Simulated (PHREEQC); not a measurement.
Dissolve 0.024 mol/kgw NaAlO2 at 51 °C. It is in equilibrium with CO2 at log p = -1 (atm). Otherwise closed; pH follows from the charge balance.

All values are PHREEQC results (ion-association model, phreeqc.dat), not measurements.

| Property | Result |
|---|---|
| pH | 6.50 |
| ionic strength | 0.0249 mol/kgw |
| total alkalinity | 96.0 meq/kg |

```
species   molality  activity   log γ
--------  --------  --------  ------
Na+         0.0240    0.0205  -0.068
Al(OH)4-    0.0213    0.0182  -0.068
HCO3-      0.00363   0.00312  -0.066
CO2        0.00190   0.00191   0.002
Al(OH)3    0.00180   0.00181   0.002
Al(OH)2+  0.000918  0.000788  -0.066
```

Precipitation was switched off in this run. Examples of supersaturated solids here: Al(OH)3(a), Gibbsite (slow to form). Others may be too. Constants without temperature data keep their 25 °C values here.
